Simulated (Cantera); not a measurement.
Charge: 1 mol Si2Cl6, 2.2 mol NH3, 4.5 mol N2, equilibrated at 1075 K and 62.0 Pa.

Cantera equilibrium calculation (NASA polynomials, part measured and part estimated; ideal gas, pure solids and liquids). Candidate condensed phases: NH4Cl, Si, Si3N4; 28 gas species. The feed counts by its element totals alone. The tables' values for SiCl3 are old estimates; treat these amounts as uncertain. Equilibrium is a limit: real reactors are often held back by kinetics, nucleation or transport.

Base state: N2 0.442, HCl 0.385, H2 0.125, SiCl4 0.0470, SiCl3 0.000919, SiCl2 0.000284, SiHCl3 0.000190 (mole fractions); condensed: Si3N4(s).

Q: What changes in the equilibrium state with this change: temperature from 1075 K to 1723 K?

A: 
```json
[
 {"species": "N2", "before": "0.442", "after": "0.469"},
 {"species": "H2", "before": "0.125", "after": "0.192"},
 {"species": "HCl", "before": "0.385", "after": "0.166"},
 {"species": "SiCl2", "before": "0.000284", "after": "0.165"},
 {"species": "SiCl4", "before": "0.0470", "after": "1.43e-5"},
 {"species": "SiCl", "before": "<1e-9", "after": "0.000694"},
 {"species": "Si", "before": "<1e-9", "after": "0.000527"},
 {"species": "H", "before": "2.08e-7", "after": "0.00321"},
 {"species": "Cl", "before": "5.80e-7", "after": "0.00215"},
 {"species": "SiHCl3", "before": "0.000190", "after": "3.40e-6"},
 {"species": "Si3N4(s), mol", "before": "0.499", "after": "0"}
]
```
The tables' values for SiCl3, SiCl are old estimates; treat these amounts as uncertain.

Q: What changes in the equilibrium state with this change: NH3 from 2.2 to 16 mol?

A: 
```json
[
 {"species": "H2", "before": "0.125", "after": "0.550"},
 {"species": "N2", "before": "0.442", "after": "0.293"},
 {"species": "HCl", "before": "0.385", "after": "0.157"},
 {"species": "SiCl4", "before": "0.0470", "after": "8.80e-5"},
 {"species": "SiCl3", "before": "0.000919", "after": "8.85e-6"},
 {"species": "SiHCl3", "before": "0.000190", "after": "3.84e-6"},
 {"species": "Si3N4(s), mol", "before": "0.499", "after": "0.665"}
]
```
